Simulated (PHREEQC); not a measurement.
A solution holds 1.9 mmol/kgw CuSO4, 0.073 mmol/kgw CaCl2, 79 mmol/kgw NaHCO3 and 0.1 mmol/kgw Na2SO4, at 20 °C. Closed to the air; pH follows from the charge balance.

Equilibrium calculation in PHREEQC: ion-association model, wateq4f.dat.

```
Item                       Value
----------------  --------------
pH                          7.69
ionic strength    0.0796 mol/kgw
total alkalinity     79.0 meq/kg
```

```json
[
 {"species": "Na+", "molality": "0.0769", "activity": "0.0613", "log γ": "-0.098"},
 {"species": "HCO3-", "molality": "0.0716", "activity": "0.0575", "log γ": "-0.095"},
 {"species": "CO2", "molality": "0.00281", "activity": "0.00286", "log γ": "0.008"},
 {"species": "NaHCO3", "molality": "0.00194", "activity": "0.00198", "log γ": "0.008"},
 {"species": "SO4-2", "molality": "0.00174", "activity": "0.000702", "log γ": "-0.394"},
 {"species": "CuCO3", "molality": "0.00125", "activity": "0.00128", "log γ": "0.008"},
 {"species": "Cu(CO3)2-2", "molality": "0.000471", "activity": "0.000189", "log γ": "-0.397"},
 {"species": "CO3-2", "molality": "0.000282", "activity": "0.000118", "log γ": "-0.381"},
 {"species": "NaSO4-", "molality": "0.000260", "activity": "0.000209", "log γ": "-0.095"},
 {"species": "Cl-", "molality": "0.000146", "activity": "0.000114", "log γ": "-0.107"},
 {"species": "NaCO3-", "molality": "0.000129", "activity": "0.000104", "log γ": "-0.095"},
 {"species": "Cu(OH)2", "molality": "9.72e-5", "activity": "9.90e-5", "log γ": "0.008"},
 {"species": "CuHCO3+", "molality": "7.31e-5", "activity": "5.81e-5", "log γ": "-0.099"},
 {"species": "Ca+2", "molality": "4.94e-5", "activity": "2.07e-5", "log γ": "-0.377"},
 {"species": "CaHCO3+", "molality": "1.72e-5", "activity": "1.40e-5", "log γ": "-0.092"}
]
```

This is a speciation only: nothing precipitates in the calculation. Examples of supersaturated solids here: Malachite, Brochantite. Others may be too. Species that the database lacks are ignored.
